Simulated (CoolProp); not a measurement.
Vapour-liquid equilibrium of R152A (1) + isobutene (2) at 212 K; x and y are mole fractions of (1).

Model: multi-fluid Helmholtz-energy mixture model, Outcalt 1996 and Lemmon 2005; pair parameters Bell 2016, in CoolProp.

Q: Give the bubble pressure and the first vapour's composition at x = 0.2, 0.5, 0.65. Is there an azeotrope?

A: x = 0.2: 0.01263 MPa, y = 0.568; x = 0.5: 0.01478 MPa, y = 0.685; x = 0.65: 0.01512 MPa, y = 0.722. y crosses x between x = 0.65 and 0.8: the model has an azeotrope there.

The pair parameters rest on a limited set of measurements; away from them the model extrapolates. With so large a gap from Raoult's law the liquid may split in two, which this calculation doesn't test in full.
